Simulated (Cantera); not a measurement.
Charge: 1 mol Cu, 5.7 mol HF, 0.23 mol H₂, equilibrated at 898 K and 1.00 Torr.

Cantera equilibrium calculation (NASA polynomials, part measured and part estimated; ideal gas, pure solids and liquids). Candidate condensed phases: Cu, CuF₂; 15 gas species. The numbers say what is thermodynamically allowed, not how fast it happens.

Q: What is the equilibrium state?

A: 
```
Quantity                                Value
----------------------------------  ---------
x(HF)                                   0.961
x(H₂)                                  0.0388
n(Cu(s))                             1.00 mol
gas amount                          5.930 mol
log10 activity of CuF₂(s) (absent)     -10.42
```
